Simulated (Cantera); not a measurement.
Charge: 1 mol SiC, 2.2 mol H2O, 300 mol N2, 0.14 mol N2O, 0.0065 mol CH4, held at 4.20 bar.

Cantera equilibrium calculation (NASA polynomials, part measured and part estimated; ideal gas, pure solids and liquids). Candidate condensed phases: C, C6H6, C7H8, C8H18, H2O, Si, SiC, SiO2, Si2N2O, Si3N4; 151 gas species. Mutual solubility and eutectic melting of coexisting phases are not modelled. The tables hold silica as quartz up to 1696 K and as liquid above; real silica turns to tridymite and cristobalite and melts near 1996 K. Kinetics and transport are ignored.

Problem. Which condensed phases are stable at each of these points (T (°C)): 775, 800, 825, 850, 875, 900, 925, 950, 975, 1000?

Solution. 
```csv
T (°C),condensed phases,Si condensed (%)
775,C(graphite) + SiO2(β-quartz),100.0
800,C(graphite) + SiO2(β-quartz),100.0
825,C(graphite) + SiO2(β-quartz),100.0
850,C(graphite) + SiO2(β-quartz) + Si2N2O(s),100.0
875,C(graphite) + SiO2(β-quartz) + Si2N2O(s),100.0
900,SiO2(β-quartz) + Si2N2O(s),100.0
925,SiO2(β-quartz) + Si2N2O(s),100.0
950,SiO2(β-quartz) + Si2N2O(s),100.0
975,SiO2(β-quartz) + Si2N2O(s),100.0
1000,SiO2(β-quartz) + Si2N2O(s),100.0
```

From 775 °C to 825 °C the condensed part is C(graphite) + SiO2(β-quartz). From 850 °C to 875 °C the condensed part is C(graphite) + SiO2(β-quartz) + Si2N2O(s). From 900 °C to 1000 °C the condensed part is SiO2(β-quartz) + Si2N2O(s).
